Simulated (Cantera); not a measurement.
Counterflow diffusion flame

A counterflow diffusion flame at 57000 Pa, nozzles 20 mm apart: fuel side CH4 = 1 (molar parts) at 450 K, oxidiser side O2 : N2 = 0.24 : 0.76 (molar parts) at 750 K, fuel mass flux 0.81 times the oxidiser's; mixture-averaged transport, no radiation.

Model: GRI-Mech 3.0 (53 species, 325 reactions), integrated in Cantera. GRI-Mech 3.0 has no aromatics or soot, which form on the fuel side of real flames. The maximum strain rate includes the flame's own expansion and is several times the mean.

| oxidiser flux (kg/m²/s) | max strain (1/s) | mean strain (1/s) | T max (K) | peak x OH | peak x H | peak x NO | peak x CO | peak x C2H2 |
|---|---|---|---|---|---|---|---|---|
| 0.14 | 230 | 49.6 | 2264 | 0.0141 | 0.00841 | 0.000440 | 0.0829 | 0.0204 |
| 0.24 | 373 | 85.1 | 2241 | 0.0138 | 0.00890 | 0.000377 | 0.0801 | 0.0192 |
| 0.39 | 580 | 138 | 2225 | 0.0135 | 0.00939 | 0.000324 | 0.0783 | 0.0183 |
| 0.64 | 913 | 227 | 2202 | 0.0131 | 0.00970 | 0.000262 | 0.0766 | 0.0170 |
| 1.1 | 1500 | 390 | 2169 | 0.0122 | 0.00979 | 0.000187 | 0.0751 | 0.0150 |
| 1.8 | 2360 | 638 | 2129 | 0.0111 | 0.00948 | 0.000120 | 0.0745 | 0.0124 |
| 2.9 | 3660 | 1030 | 2068 | 0.00942 | 0.00837 | 5.94e-5 | 0.0740 | 0.00870 |
x: mole fraction; the columns are a selection and need not sum to one.
